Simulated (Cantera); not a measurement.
## NO annealing gas

An isothermal, constant-pressure homogeneous reactor starts with 28.6 % NO, 71.4 % N2, at 1725 K and 0.0660 bar.

Cantera simulation using GRI-Mech 3.0 (53 species, 325 reactions); the numbers are that mechanism's predictions, not measurements.

```tsv
t (s)	x NO	x O	x N2	x N2O	x NO2	x O2
5.00e-5	0.286	3.08e-8	0.714	3.09e-8	1.35e-10	4.74e-12
0.000145	0.286	8.85e-8	0.714	8.93e-8	1.13e-9	3.99e-11
0.000419	0.286	2.51e-7	0.714	2.58e-7	9.19e-9	3.26e-10
0.00121	0.286	6.86e-7	0.714	7.41e-7	7.24e-8	2.66e-9
0.00351	0.286	1.72e-6	0.714	2.10e-6	5.13e-7	2.17e-8
0.0102	0.286	3.85e-6	0.714	5.69e-6	2.87e-6	2.04e-7
0.0294	0.286	8.20e-6	0.714	1.38e-5	1.08e-5	2.65e-6
0.0851	0.286	1.30e-5	0.714	2.53e-5	2.04e-5	2.77e-5
0.246	0.285	1.43e-5	0.714	3.05e-5	2.26e-5	0.000136
0.713	0.285	1.49e-5	0.715	3.05e-5	2.39e-5	0.000460
2.06	0.283	1.66e-5	0.716	3.00e-5	2.72e-5	0.00140
5.97	0.277	2.06e-5	0.718	2.86e-5	3.49e-5	0.00412
17.3	0.262	2.89e-5	0.726	2.51e-5	4.92e-5	0.0118
50.0	0.221	4.33e-5	0.746	1.74e-5	6.57e-5	0.0320
```
x: mole fraction; the columns are a selection and need not sum to one.

Equilibrium at this temperature and pressure: NO 0.00274, O 8.55e-5, N2 0.856, N2O 4.26e-8, NO2 1.70e-6, O2 0.141 (gas phase only).
